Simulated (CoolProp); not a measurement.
Vapour-liquid equilibrium of isopentane (1) + R365MFC (2) at 355.3 K; x and y are mole fractions of (1).

Computed with CoolProp (multi-fluid Helmholtz-energy mixture model, Lemmon 2006 and Lemmon 2016; pair parameters Bell 2016).

| x | bubble pressure (MPa) | y at the bubble point | dew pressure at overall composition x (MPa) | liquid density (mol/L) |
|---|---|---|---|---|
| 0.05 | 0.4168 | 0.136 | 0.3882 | 7.555 |
| 0.15 | 0.4841 | [?] | 0.4218 | [?] |
| 0.25 | 0.5291 | 0.414 | 0.4598 | 7.434 |
| 0.35 | 0.5577 | 0.487 | 0.5015 | 7.392 |
| 0.45 | [?] | 0.542 | 0.5438 | 7.367 |
| 0.55 | 0.5836 | 0.589 | 0.5769 | 7.363 |
| 0.65 | 0.5853 | 0.637 | 0.5845 | 7.383 |
| 0.75 | 0.5788 | 0.693 | 0.5654 | 7.427 |
| 0.85 | 0.5595 | 0.770 | 0.5336 | 7.495 |
| 0.95 | 0.5172 | 0.897 | 0.4989 | [?] |

**Question.** Fill in the missing entries.

**Answer.** 
- 0.15, y at the bubble point: 0.309
- 0.15, liquid density (mol/L): 7.489
- 0.45, bubble pressure (MPa): 0.5749
- 0.95, liquid density (mol/L): 7.587

y crosses x between x = 0.55 and 0.65: the model has an azeotrope there.

The pair parameters rest on a limited set of measurements; away from them the model extrapolates.
